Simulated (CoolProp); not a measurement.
Vapour-liquid equilibrium of propane (1) + dimethyl ether (2) at 2.39 bar; x and y are mole fractions of (1).

Computed with CoolProp (multi-fluid Helmholtz-energy mixture model, Lemmon 2009 and Wu 2011; pair parameters Bell 2016).

```tsv
x	bubble temperature (°C)	y at the bubble point	dew temperature at overall composition x (°C)	liquid density (mol/L)
0.05	-5.9	0.135	-4.1	15.17
0.15	-10.2	0.326	-6.2	14.90
0.25	-13.2	0.453	-8.4	14.60
0.35	-15.3	0.546	-10.7	14.30
0.45	-16.9	0.619	-13.1	14.01
0.55	-18.1	0.682	-15.4	13.72
0.65	-19.1	0.742	-17.5	13.45
0.75	-19.8	0.803	-19.2	13.19
0.85	-20.4	0.871	-20.2	12.94
0.95	-20.6	0.952	-20.6	12.70
```

No azeotrope shows between x = 0.05 and 0.95.

The pair parameters rest on a limited set of measurements; away from them the model extrapolates.
